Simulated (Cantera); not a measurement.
**Silicon oxide and oxynitride deposition: SiCl4 + H2O + N2O**

Feed: 1 mol SiCl4, 4.6 mol H2O, 19 mol N2O, held at 0.000240 bar.

Method: chemical equilibrium by Gibbs-energy minimisation in Cantera with the NASA 1993 tables (ideal gas, pure condensed phases). Candidate condensed phases: H2O, NH4Cl, Si, SiO2, Si2N2O, Si3N4; 47 gas species. The tables hold silica as quartz up to 1696 K and as liquid above; real silica turns to tridymite and cristobalite and melts near 1996 K. Kinetics and transport are ignored.

From 898 K to 1648 K the condensed part is SiO2(β-quartz). At 1723 K the condensed part is SiO2(condensed).

```tsv
T (K)	log p N2	log p O2	log p HCl	log p H2O	log p Cl	log p OH	n SiO2(β-quartz)	n SiO2(condensed)
898	-3.89	-4.19	-4.57	-4.74	-7.45	-10.65	1.00	0
973	-3.89	-4.19	-4.57	-4.75	-7.03	-9.93	1.00	0
1048	-3.89	-4.19	-4.57	-4.75	-6.66	-9.30	1.00	0
1123	-3.89	-4.19	-4.57	-4.74	-6.35	-8.76	1.00	0
1198	-3.89	-4.19	-4.58	-4.74	-6.08	-8.28	1.00	0
1273	-3.89	-4.19	-4.59	-4.73	-5.85	-7.86	1.00	0
1348	-3.89	-4.19	-4.60	-4.72	-5.65	-7.49	1.00	0
1423	-3.89	-4.20	-4.62	-4.71	-5.48	-7.15	1.00	0
1498	-3.89	-4.20	-4.65	-4.70	-5.34	-6.84	1.00	0
1573	-3.89	-4.20	-4.68	-4.69	-5.22	-6.57	1.000	0
1648	-3.89	-4.21	-4.71	-4.67	-5.11	-6.32	1.000	0
1723	-3.89	-4.21	-4.75	-4.66	-5.03	-6.09	0	1.000
```
log p: log10 of the partial pressure in bar; n: condensed amount in mol.
